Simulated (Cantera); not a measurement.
An isothermal, constant-pressure homogeneous reactor starts with 2.79 % CH3OH, 0.896 % O2, 96.3 % N2, equivalence ratio 4.7, at 1150 K and 1.00 atm.

Cantera simulation using GRI-Mech 3.0 (53 species, 325 reactions); the numbers are that mechanism's predictions, not measurements. GRI-Mech 3.0 was tuned for natural gas; its chemistry of methanol as a main component is partial and can be far from experiment.

One state of this run: x CH3OH = 1.70e-5; x O2 = 1.00e-5; x CO = 0.0261; x CH4 = 0.000105; x C2H6 = 1.73e-7; x CO2 = 0.000435; x C2H = <1e-12. x: mole fraction; the columns are a selection and need not sum to one.

Which value of t (s) does it belong to?
A) 0.00859
B) 0.000181
C) 0.113
D) 19.3

C, 0.113
